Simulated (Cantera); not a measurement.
Input: 1 mol Cu, 4.4 mol F₂, 0.17 mol H₂, at 977 °C and 0.100 bar.

These are equilibrium values from Cantera (NASA tables, ideal gas, pure condensed phases), not measurements of a reactor. Candidate condensed phases: Cu, CuF₂; 15 gas species. Rates play no part.

Base state: F 0.797, F₂ 0.124, HF 0.0550, CuF₂ 0.0241 (mole fractions); condensed: CuF₂(l).

### Question
What changes in the equilibrium state with this change: H₂ from 0.17 to 1.8 mol?

### Answer
| species | before | after |
|---|---|---|
| HF | 0.0550 | 0.534 |
| F | 0.797 | 0.409 |
| F₂ | 0.124 | 0.0326 |
| CuF₂ | 0.0241 | 0.0241 |
| CuF₂(l), mol | 0.851 | 0.837 |
